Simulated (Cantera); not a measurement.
A closed system holds: 1 mol borazine, 0.76 mol H2O, 0.73 mol N2, held at 800 K and 0.100 bar.

These are equilibrium values from Cantera (NASA tables, ideal gas, pure condensed phases), not measurements of a reactor. Candidate condensed phases: B, BN, B2O3, B3O3H3, H2O; 39 gas species. The feed counts by its element totals alone. Gases not in the tables: H3BO3. Rates play no part.

Base state: H2 0.791, N2 0.207, H2O 0.00220, NH3 9.56e-5 (mole fractions); condensed: BN(s) + B2O3(l).

**Question.** What changes in the equilibrium state with this change: temperature from 800 K to 1900 K?

**Answer.** 
| species | before | after |
|---|---|---|
| H2 | 0.791 | 0.705 |
| N2 | 0.207 | 0.202 |
| HBO | <1e-9 | 0.0476 |
| B2O3 | <1e-9 | 0.0181 |
| B2O2 | <1e-9 | 0.0103 |
| HBO2 | 1.94e-8 | 0.0117 |
| BO | <1e-9 | 0.00228 |
| H | <1e-9 | 0.00211 |
| NH3 | 9.56e-5 | 6.38e-7 |
| H2O | 0.00220 | 0.000666 |
| BN(s), mol | 2.50 | 2.40 |
| B2O3(l), mol | 0.250 | 0 |
